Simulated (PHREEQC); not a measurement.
PHREEQC input (ion-association model, wateq4f.dat):

```
SOLUTION_MASTER_SPECIES
  An  An-  0  An  62.0  # stands for a non-complexing anion
SOLUTION_SPECIES
  An- = An-
    -log_k 0
    -gamma 3.0 0
PHASES
  Fix_H+
    H+ = H+
    -log_k 0
SOLUTION 1
  temp 25
  units mmol/kgw
  pH 7 charge
  S(6) 0.33
  Ag 0.66
  Na 50
  An 50
END
SELECTED_OUTPUT 1
  -reset false
  -pH true
  -pe true
  -ionic_strength true
  -water true
  -totals Ag Na S S(-2) S(6)
  -molalities Hfo_wOH Hfo_wOH2+ Hfo_wO- Hfo_sOH Hfo_sOH2+ Hfo_sO- Hfo_wSO4- Hfo_wOHSO4-2 Hfo_sOAg Hfo_wOAg
  -saturation_indices Ag2O Ag2SO4 Mirabilite
USER_PUNCH 1
  -headings sigma psi
  10 PUNCH EDL("sigma", "Hfo"), EDL("psi", "Hfo")
PRINT
  -reset false
USE solution 1
SURFACE 1
  Hfo_wOH 0.00764045 600 3.4
  Hfo_sOH 0.000191011
EQUILIBRIUM_PHASES 1
  Fix_H+ -4 HAn 10
    -force_equality true
  O2(g) -0.68 10
END
# ... the last block is repeated for the other 12 points of pH, with NaOH or the acid as the point needs
```

Selected output (columns that matter, 13 of 13 rows; pH added in front):

```
pH	mu	Ag	Na	S	m_Hfo_wOH	m_Hfo_wOH2+	m_Hfo_wO-	m_Hfo_sOH	m_Hfo_sOH2+	m_Hfo_sO-	si_Ag2O	si_Mirabilite	sigma	psi
4	0.053659	0.00065666	0.05	1.8828e-07	0.0012574	0.0060472	5.9892e-06	3.2285e-05	0.00015527	1.5378e-07	-11.121	-8.7895	0.27292	0.15427
4.5	0.05302	0.00064303	0.05	3.7809e-07	0.0022229	0.0050654	2.2347e-05	5.2975e-05	0.00012072	5.3256e-07	-10.139	-8.483	0.22136	0.14389
5	0.052374	0.00060326	0.05	1.0328e-06	0.0032183	0.0040335	5.8827e-05	5.946e-05	7.4521e-05	1.0868e-06	-9.1937	-8.0438	0.16637	0.12967
5.5	0.051793	0.00054297	0.05	3.6261e-06	0.0040539	0.0031373	0.00012	4.2603e-05	3.2971e-05	1.2611e-06	-8.2845	-7.496	0.11767	0.11247
6	0.051342	0.00049186	0.05	1.5069e-05	0.004676	0.0024343	0.00020576	2.0659e-05	1.0755e-05	9.0909e-07	-7.3699	-6.8756	0.079172	0.093082
6.5	0.051039	0.00045049	0.05	6.2036e-05	0.0051335	0.0018895	0.00031951	8.067e-06	2.9692e-06	5.021e-07	-6.4462	-6.2599	0.051003	0.072411
7	0.050856	0.0003862	0.05	0.00017587	0.0054855	0.0014327	0.00048113	3.0997e-06	8.096e-07	2.7187e-07	-5.5805	-5.8066	0.031302	0.051646
7.5	0.050668	0.00027196	0.05	0.00028479	0.0056372	0.0010933	0.00066585	1.4102e-06	2.7351e-07	1.6657e-07	-4.8857	-5.5964	0.016138	0.029715
8	0.050871	0.00014252	0.050444	0.00032246	0.0056065	0.00088606	0.00081269	8.5485e-07	1.351e-07	1.2391e-07	-4.4475	-5.5355	0.0027844	0.0053968
8.5	0.051032	5.7475e-05	0.050824	0.00032894	0.0055367	0.00073589	0.00095431	6.7144e-07	8.9242e-08	1.1573e-07	-4.2366	-5.521	-0.01043	-0.019732
9	0.051205	2.014e-05	0.051197	0.00032984	0.0054522	0.00059629	0.001142	6.0664e-07	6.6347e-08	1.2707e-07	-4.1482	-5.5142	-0.025832	-0.044301
9.5	0.051443	6.7583e-06	0.051662	0.00032997	0.0053016	0.00045246	0.0014231	5.7295e-07	4.8897e-08	1.538e-07	-4.0984	-5.5074	-0.045922	-0.067507
10	0.051812	2.297e-06	0.052321	0.00032998	0.0050103	0.00031055	0.0018518	5.3633e-07	3.3243e-08	1.9823e-07	-4.041	-5.4982	-0.072914	-0.088868
```
